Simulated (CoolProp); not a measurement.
Vapour-liquid equilibrium of R142b (1) + R113 (2) at 711 kPa; x and y are mole fractions of (1).

Values from CoolProp's multi-fluid Helmholtz-energy mixture model, Lemmon 2006 and Marx 1992; pair parameters Bell 2016.

```json
[
 {"x": "0.05", "bubble temperature (K)": "387.6", "y at the bubble point": "0.168", "dew temperature at overall composition x (K)": "393.0", "liquid density (mol/L)": "7.135"},
 {"x": "0.125", "bubble temperature (K)": "377.4", "y at the bubble point": "0.364", "dew temperature at overall composition x (K)": "389.6", "liquid density (mol/L)": "7.407"},
 {"x": "0.2", "bubble temperature (K)": "368.8", "y at the bubble point": "0.508", "dew temperature at overall composition x (K)": "386.0", "liquid density (mol/L)": "7.664"},
 {"x": "0.275", "bubble temperature (K)": "361.6", "y at the bubble point": "0.615", "dew temperature at overall composition x (K)": "382.2", "liquid density (mol/L)": "7.910"},
 {"x": "0.35", "bubble temperature (K)": "355.4", "y at the bubble point": "0.696", "dew temperature at overall composition x (K)": "378.2", "liquid density (mol/L)": "8.148"},
 {"x": "0.425", "bubble temperature (K)": "350.2", "y at the bubble point": "0.758", "dew temperature at overall composition x (K)": "373.9", "liquid density (mol/L)": "8.383"},
 {"x": "0.5", "bubble temperature (K)": "345.6", "y at the bubble point": "0.807", "dew temperature at overall composition x (K)": "369.3", "liquid density (mol/L)": "8.616"},
 {"x": "0.575", "bubble temperature (K)": "341.6", "y at the bubble point": "0.848", "dew temperature at overall composition x (K)": "364.4", "liquid density (mol/L)": "8.851"},
 {"x": "0.65", "bubble temperature (K)": "338.1", "y at the bubble point": "0.882", "dew temperature at overall composition x (K)": "359.0", "liquid density (mol/L)": "9.091"},
 {"x": "0.725", "bubble temperature (K)": "334.9", "y at the bubble point": "0.912", "dew temperature at overall composition x (K)": "353.0", "liquid density (mol/L)": "9.338"},
 {"x": "0.8", "bubble temperature (K)": "331.9", "y at the bubble point": "0.938", "dew temperature at overall composition x (K)": "346.3", "liquid density (mol/L)": "9.595"},
 {"x": "0.875", "bubble temperature (K)": "329.1", "y at the bubble point": "0.962", "dew temperature at overall composition x (K)": "338.8", "liquid density (mol/L)": "9.863"},
 {"x": "0.95", "bubble temperature (K)": "326.5", "y at the bubble point": "0.985", "dew temperature at overall composition x (K)": "330.5", "liquid density (mol/L)": "10.15"}
]
```

No azeotrope shows between x = 0.05 and 0.95.

The pair parameters rest on a limited set of measurements; away from them the model extrapolates.
